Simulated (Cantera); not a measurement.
Input: 1 mol TEOS, 0.23 mol CO2, held at 877 °C and 13300 Pa.

These are equilibrium values from Cantera (NASA tables, ideal gas, pure condensed phases), not measurements of a reactor. The feed counts by its element totals alone. The tables hold silica as quartz up to 1696 K and as liquid above; real silica turns to tridymite and cristobalite and melts near 1996 K. Rates play no part.

```
species                before    after
-------------------  --------  -------
CO                      0.197    0.556
H2                      0.800    0.301
CO2                  0.000203   0.0869
H2O                  0.000984   0.0560
CH4                   0.00200  5.29e-6
C(graphite), mol         5.76        0
SiO2(β-quartz), mol      1.00     1.00
```
Gas species are given as mole fractions.

Problem. What was changed between the two runs?
(A) pressure from 13300 Pa to 110 Pa
(B) CO2 from 0.23 to 10 mol
(C) CO2 from 0.23 to 5.4 mol
(D) temperature from 877 °C to 1625 °C

Solution. B, CO2 from 0.23 to 10 mol
